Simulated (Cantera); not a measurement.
An adiabatic, constant-volume homogeneous reactor starts with CH4 : O2 : N2 : H2O = 1 : 3.51 : 13.2 : 0.79 (molar parts), equivalence ratio 0.57, at 1450 K and 13500 Torr.

Computed with Cantera and GRI-Mech 3.0 (53 species, 325 reactions). The pressure lies above the range GRI-Mech 3.0 was tuned for (to about 10 atm).

Question: Predict: time of steepest temperature rise; temperature at 3.00 s; equilibrium temperature; x(O2) at 3.00 s; x(H2O) at 3.00 s; x(HCO) at 3.00 s; x(CO) at 3.00 s.

Answer: 
```
Item                                                                 Value
---------------------------------  ---------------------------------------
time of steepest temperature rise                                 0.143 ms
temperature at 3.00 s                                               2683 K
equilibrium temperature                                             2683 K
x(O2) at 3.00 s                      0.0716 (gas-phase equilibrium 0.0716)
x(H2O) at 3.00 s                       0.144 (gas-phase equilibrium 0.144)
x(HCO) at 3.00 s                   3.64e-9 (gas-phase equilibrium 3.64e-9)
x(CO) at 3.00 s                    0.00299 (gas-phase equilibrium 0.00299)
```
